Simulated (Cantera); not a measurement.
An isothermal, constant-pressure homogeneous reactor starts with CH4 : H2 = 1 : 9.3 (molar parts), at 1975 K and 0.375 Torr. Integrator tolerance rtol = 1e-08.

Computed with Cantera and GRI-Mech 3.0 (53 species, 325 reactions). GRI-Mech 3.0 stops at C3 and has no aromatics, soot or wall deposition, so with more carbon than oxygen in the feed, carbon stays in small species such as C2H2 where larger ones or solid carbon would form. Radical loss at walls, strong at low pressure, is not modelled.

```csv
quantity,before,after
x(CH4) at 6.00 s,0.000771 (gas-phase equilibrium 1.56e-6),0.000464 (gas-phase equilibrium 2.37e-6)
x(H2) at 6.00 s,0.943 (gas-phase equilibrium 0.899),0.847 (gas-phase equilibrium 0.810)
x(C2H2) at 6.00 s,0.0435 (gas-phase equilibrium 0.0429),0.138 (gas-phase equilibrium 0.135)
x(C2H6) at 6.00 s,3.58e-9 (gas-phase equilibrium <1e-12),1.71e-9 (gas-phase equilibrium <1e-12)
x(H) at 6.00 s,0.0127 (gas-phase equilibrium 0.0584),0.0152 (gas-phase equilibrium 0.0555)
x(CH3) at 6.00 s,0.000206 (gas-phase equilibrium 2.01e-6),0.000165 (gas-phase equilibrium 3.21e-6)
x(C2H4) at 6.00 s,1.53e-6 (gas-phase equilibrium 1.49e-7),2.47e-6 (gas-phase equilibrium 4.21e-7)
```

Q: What was changed between the two runs?
A) H2 9.3 to 1.6 parts
B) H2 9.3 to 28 parts
C) pressure from 0.375 Torr to 750 Torr
D) CH4 1 to 1.9 parts

A: A, H2 9.3 to 1.6 parts
